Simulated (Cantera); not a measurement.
Standard-state values (1 bar) from the NASA 1993 polynomials, evaluated with Cantera. Values are per mole of reaction as written; species without (g) are pure solids or liquids, kept so even where they would boil at 1 bar.

Q: Between 525 and 1325 K, where is each reaction favourable under standard conditions?
- 2 Cu(OH)2 → Cu2O + 3 O(g) + 4 H(g)

A: 
- 2 Cu(OH)2 → Cu2O + 3 O(g) + 4 H(g): ΔG° is 1919 kJ at 525 K and 1259 kJ at 1325 K; it stays positive (K < 1). ΔH° is 2347 kJ and ΔS° 822 J/K at 1325 K.
